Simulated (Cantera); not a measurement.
What does this Cantera script print?

```python
import numpy as np
import cantera as ct

gas = ct.Solution("SiF4_NH3_mec.yaml", "gas")
gas.TPX = 2000, 1333, {'NH3': 1, 'H2': 0.45}
inlet = ct.Reservoir(gas, clone=True)

reactor = ct.IdealGasConstPressureReactor(gas, energy="off", clone=False)
exhaust = ct.Reservoir(gas, clone=True)
tau = [1.8, 0.94, 0.48, 0.25, 0.13, 0.065, 0.033, 0.017, 0.0088, 0.0045][0]
for a, b in ((inlet, reactor), (reactor, exhaust)):
    ct.MassFlowController(a, b, mdot=lambda t: reactor.mass / tau)
net = ct.ReactorNet([reactor])
show = ['NH3', 'H2', 'N2H2', 'NH', 'NH2', 'H', 'N']

rows = []
print(f"{'tau/s':>10s}{'T/K':>9s}" + "".join(f"{s:>11s}" for s in show))
for tau in [1.8, 0.94, 0.48, 0.25, 0.13, 0.065, 0.033, 0.017, 0.0088, 0.0045]:
    net.initial_time = 0.0
    net.advance(30 * tau)
    before = gas.X
    net.advance(40 * tau)
    drift = np.max(np.abs(gas.X - before) / (gas.X + 1e-9))
    rows.append([gas.T, *gas[show].X, drift])
    print(f"{tau:10.3e}{gas.T:9.1f}" + "".join(f"{x:11.3e}" for x in gas[show].X))
```

Output:

```
     tau/s      T/K        NH3         H2       N2H2         NH        NH2          H          N
 1.800e+00   2000.0  2.592e-01  6.126e-01  2.465e-06  1.780e-05  6.544e-04  5.330e-04  1.501e-06
 9.400e-01   2000.0  3.646e-01  5.383e-01  3.862e-06  1.977e-05  8.290e-04  4.222e-04  1.455e-06
 4.800e-01   2000.0  4.720e-01  4.627e-01  5.478e-06  2.110e-05  9.897e-04  3.351e-04  1.377e-06
 2.500e-01   2000.0  5.561e-01  4.034e-01  6.850e-06  2.167e-05  1.105e-03  2.771e-04  1.291e-06
 1.300e-01   2000.0  6.138e-01  3.628e-01  7.753e-06  2.166e-05  1.174e-03  2.401e-04  1.205e-06
 6.500e-02   2000.0  6.505e-01  3.370e-01  8.071e-06  2.105e-05  1.200e-03  2.152e-04  1.108e-06
 3.300e-02   2000.0  6.703e-01  3.231e-01  7.679e-06  1.966e-05  1.179e-03  1.968e-04  9.818e-07
 1.700e-02   2000.0  6.805e-01  3.159e-01  6.480e-06  1.704e-05  1.101e-03  1.770e-04  7.896e-07
 8.800e-03   2000.0  6.857e-01  3.124e-01  4.376e-06  1.256e-05  9.377e-04  1.478e-04  5.054e-07
 4.500e-03   2000.0  6.882e-01  3.109e-01  1.884e-06  6.513e-06  6.623e-04  1.035e-04  1.940e-07
```

Model: the gas-phase N/H chemistry of the illustrative SiF4/NH3 mechanism in the Surface Chemkin manual (1991), integrated in Cantera. Walls and surfaces, which speed up NH3 decomposition in real reactors, are not modelled.
